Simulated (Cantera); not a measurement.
Feed: 1 mol C, 0.29 mol O2, equilibrated at 402 °C and 0.133 bar.

Cantera equilibrium calculation (NASA polynomials, part measured and part estimated; ideal gas, pure solids and liquids). Candidate condensed phases: C; 12 gas species. Equilibrium is a limit: real reactors are often held back by kinetics, nucleation or transport.

Base state: CO2 0.975, CO 0.0246 (mole fractions); condensed: C(graphite).

Question: What changes in the equilibrium state with this change: temperature from 402 °C to 927 °C?

Answer: 
```csv
species,before,after
CO,0.0246,0.997
CO2,0.975,0.00251
"C(graphite), mol",0.706,0.421
```

Question: What changes in the equilibrium state with this change: temperature from 402 °C to 2702 °C?

Answer: 
```tsv
species	before	after
CO	0.0246	0.998
C3	<1e-9	0.00179
C	<1e-9	0.000299
CO2	0.975	1.66e-7
C2	<1e-9	0.000181
C5	<1e-9	3.03e-5
C(graphite), mol	0.706	0.416
```

Question: What changes in the equilibrium state with this change: pressure from 0.133 bar to 1 atm?

Answer: 
| species | before | after |
|---|---|---|
| CO2 | 0.975 | 0.991 |
| CO | 0.0246 | 0.00898 |
| C(graphite), mol | 0.706 | 0.709 |
